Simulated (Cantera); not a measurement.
Source: NASA polynomial tables (part measured, part estimated), evaluated in Cantera. Values are per mole of reaction as written; species without (g) are pure solids or liquids, kept so even where they would boil at 1 bar.

Cu + 4 CH3OH(g) → 2 H(g) + Cu(OH)2 + 2 C2H5OH(g)

| T (K) | ΔH° (kJ) | ΔS° (J/K) | ΔG° (kJ) | log10 K |
|---|---|---|---|---|
| 650 | (withheld) | (withheld) | (withheld) | (withheld) |
| 700 | 348.0 | -32.9 | 371.0 | -27.69 |
| 750 | 351.4 | -28.2 | 372.6 | -25.95 |
| 800 | (withheld) | (withheld) | (withheld) | (withheld) |
| 850 | 358.0 | -19.9 | 375.0 | -23.04 |
| 900 | 361.3 | -16.2 | 375.9 | -21.81 |
| 950 | 364.4 | -12.8 | 376.6 | -20.71 |
| 1000 | 367.4 | -9.7 | 377.2 | -19.70 |
| 1050 | 370.4 | -6.9 | 377.6 | -18.78 |
| 1100 | 373.2 | -4.2 | 377.8 | -17.94 |
| 1150 | (withheld) | (withheld) | (withheld) | (withheld) |

Q: Complete the blanks.

A: 
- 650, ΔH° (kJ): 344.5
- 650, ΔS° (J/K): -38.1
- 650, ΔG° (kJ): 369.3
- 650, log10 K: -29.67
- 800, ΔH° (kJ): 354.8
- 800, ΔS° (J/K): -23.9
- 800, ΔG° (kJ): 373.9
- 800, log10 K: -24.41
- 1150, ΔH° (kJ): 376.0
- 1150, ΔS° (J/K): -1.7
- 1150, ΔG° (kJ): 378.0
- 1150, log10 K: -17.17
